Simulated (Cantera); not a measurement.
Charge: 1 mol Si3N4, 0.11 mol CO2, 22 mol H2, held at 0.750 bar.

Cantera equilibrium calculation (NASA polynomials, part measured and part estimated; ideal gas, pure solids and liquids). Candidate condensed phases: C, C6H6, C7H8, C8H18, H2O, Si, SiC, SiO2, Si2N2O, Si3N4; 151 gas species. Mutual solubility and eutectic melting of coexisting phases are not modelled. Gases not in the tables: Si2H6 and higher silanes. Rates play no part. All values below are at 2023 K.

Base state: H2 0.906, N2 0.0823, SiO 0.00666, CO 0.00241, H 0.00209, HCN 0.000263, SiH2 0.000109, Si 7.59e-5 (mole fractions); condensed: Si(l) + SiC(s).

Task: What changes in the equilibrium state with this change: CO2 from 0.11 to 0.084 mol?

Result: 
```tsv
species	before	after
H2	0.906	0.908
N2	0.0823	0.0825
SiO	0.00666	0.00510
CO	0.00241	0.00185
CH4	1.47e-5	1.47e-5
HCN	0.000263	0.000263
HNC	1.56e-5	1.56e-5
SiH2	0.000109	0.000110
Si(l), mol	2.79	2.84
SiC(s), mol	0.0442	0.0320
```
